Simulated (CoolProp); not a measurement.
Vapour-liquid equilibrium of propane (1) + isopentane (2) at 2.04 bar; x and y are mole fractions of (1).

The numbers come from the multi-fluid Helmholtz-energy mixture model, Lemmon 2009 and Lemmon 2006; pair parameters Kunz 2012 in CoolProp.

```csv
x,"bubble temperature, mixture model (K)","bubble temperature, Raoult's law (K)","y, mixture model","y, Raoult's law"
0.05,310.7,311.8,0.329,0.325
0.125,296.9,298.9,0.603,0.595
0.2,286.9,289.3,0.743,0.740
0.275,279.5,281.7,0.822,0.824
0.35,273.8,275.6,0.871,0.878
0.425,269.1,270.6,0.905,0.913
0.5,265.2,266.3,0.929,0.938
0.575,261.9,262.6,0.947,0.955
0.65,258.9,259.4,0.961,0.969
0.725,256.3,256.5,0.972,0.979
0.8,253.9,253.9,0.981,0.986
0.875,251.6,251.6,0.989,0.992
0.95,249.6,249.5,0.996,0.997
```

The largest gap from Raoult's law is -2.4 K in bubble temperature, at x = 0.2. No azeotrope shows between x = 0.05 and 0.95.

The pair parameters rest on a limited set of measurements; away from them the model extrapolates.
